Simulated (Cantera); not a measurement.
## Transport properties of process gases

Gas mixture: C₃H₈ : H₂O = 0.55 : 0.57 (molar parts), at 2.27 atm, frozen composition.

Cantera's kinetic-theory transport with the Lennard-Jones parameters of GRI-Mech 3.0, ideal gas; thermal conductivity in the mixture-averaged form. Polar gases are described roughly by these parameters. The composition is frozen, though it would react at the higher temperatures.

| T (K) | ρ (kg/m³) | cp (J/kg/K) | μ (µPa s) | λ (mW/m/K) | Pr | D (cm²/s) CO₂ | D (cm²/s) C₂H₂ | D (cm²/s) O |
|---|---|---|---|---|---|---|---|---|
| 400 | 2.13 | 2065 | 12.1 | 33.8 | 0.741 | 0.0837 | 0.0912 | 0.181 |
| 600 | 1.42 | 2649 | 17.7 | 60.1 | 0.782 | 0.180 | 0.194 | 0.371 |
| 800 | 1.07 | 3107 | 22.8 | 88.7 | 0.800 | 0.303 | 0.326 | 0.610 |
| 1000 | 0.853 | 3464 | 27.5 | 118 | 0.806 | 0.451 | 0.482 | 0.892 |
| 1200 | 0.711 | 3722 | 31.9 | 148 | 0.801 | 0.619 | 0.661 | 1.21 |
| 1400 | 0.609 | 3941 | 35.9 | 177 | 0.798 | 0.808 | 0.861 | 1.57 |
| 1600 | 0.533 | 4123 | 39.7 | 206 | 0.795 | 1.01 | 1.08 | 1.96 |
D: mixture-averaged diffusion coefficient of that species in the mixture.
